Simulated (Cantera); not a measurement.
A diamond (100) surface in a fixed gas of H2 with x(CH4) = 0.0044, x(H) = 0.00022, x(CH3) = 2.5e-05, 0.207 atm; coverages are run to steady state.

Model: the Harris–Goodwin 1993 mechanism for the reconstructed diamond (100) surface, integrated in Cantera.

θ: site fractions in the mechanism's names (c6HH fully hydrogenated, c6H* and c6*H radical sites, c6** diradical, c6HM methylated).

```
T (K)  growth (µm/h)  θ c6HH  θ c6H*  θ c6*H   θ c6**    θ c6HM
-----  -------------  ------  ------  ------  -------  --------
925                …   0.614  0.0109   0.281  0.00406    0.0709
1000               …   0.579  0.0166   0.340  0.00645    0.0425
1075               …   0.556  0.0231   0.388  0.00874    0.0165
1150               …   0.541  0.0291   0.413   0.0102   0.00376
1225               …   0.539  0.0340   0.415   0.0105  0.000712
1300               …   0.551  0.0375   0.401   0.0101  0.000139
1375               …   0.575  0.0396   0.376  0.00914   2.91e-5
```

**Question.** Some entries are withheld; supply them.

**Answer.** 
- 925, growth (µm/h): 1.57
- 1000, growth (µm/h): 1.91
- 1075, growth (µm/h): 1.39
- 1150, growth (µm/h): 0.612
- 1225, growth (µm/h): 0.288
- 1300, growth (µm/h): 0.182
- 1375, growth (µm/h): 0.101
